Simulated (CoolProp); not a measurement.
R114 at 293.15 K and 0.0768 MPa is compressed adiabatically to 0.244 MPa with isentropic efficiency 0.75. Each further row changes one setting.

Values from CoolProp's reference Helmholtz-energy equation of state, Platzer 1990. This equation is an older, rougher fit.

| case | work (kJ/kg) | final temperature (K) | final density (kg/m³) |
|---|---|---|---|
| as stated | 22.0 | ? | 16.3 |
| efficiency 1 | ? | ? | ? |
| efficiency 0.65 | ? | ? | 16.0 |

Fill in the missing entries.


- as stated, final temperature (K): 327.0
- efficiency 1, work (kJ/kg): 16.5
- efficiency 1, final temperature (K): 319.5
- efficiency 1, final density (kg/m³): 16.7
- efficiency 0.65, work (kJ/kg): 25.4
- efficiency 0.65, final temperature (K): 331.5
